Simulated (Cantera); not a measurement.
## SiC + Si + H2 (sublimation and decomposition of ceramics)

Input: 1 mol SiC, 0.07 mol Si, 0.13 mol H2, held at 75.0 Torr.

Cantera equilibrium calculation (NASA polynomials, part measured and part estimated; ideal gas, pure solids and liquids). Candidate condensed phases: C, C6H6, C7H8, C8H18, Si, SiC; 99 gas species. Ions and electrons are included (thermal ionisation). Gases not in the tables: Si2H6 and higher silanes. Equilibrium is a limit: real reactors are often held back by kinetics, nucleation or transport.

```tsv
T (°C)	x Si	x C	x SiC2	x H	x Si2C	x C3	x H2	x C2	n C(graphite)
2727	0.392	0.000507	0.331	0.112	0.0929	0.00312	0.0507	0.000317	0.107
2977	0.427	0.00353	0.338	0.150	0.0265	0.0170	0.0218	0.00233	0
3227	0.478	0.0159	0.260	0.164	0.00832	0.0446	0.00776	0.00936	0
3477	0.520	0.0514	0.158	0.159	0.00262	0.0701	0.00253	0.0241	0
3727	0.534	0.125	0.0741	0.146	0.000755	0.0685	0.000839	0.0418	0
3977	0.514	0.232	0.0256	0.131	0.000189	0.0406	0.000298	0.0487	0
4227	0.485	0.330	0.00658	0.120	4.34e-5	0.0141	0.000120	0.0375	0
4477	0.467	0.385	0.00143	0.115	1.02e-5	0.00337	5.73e-5	0.0215	0
4727	0.458	0.407	0.000314	0.113	2.62e-6	0.000733	3.06e-5	0.0111	0
```
x: gas mole fraction; n: condensed amount in mol.

At 2727 °C the condensed part is C(graphite). From 2977 °C to 4727 °C nothing is condensed. The main Si-bearing gas is Si throughout.
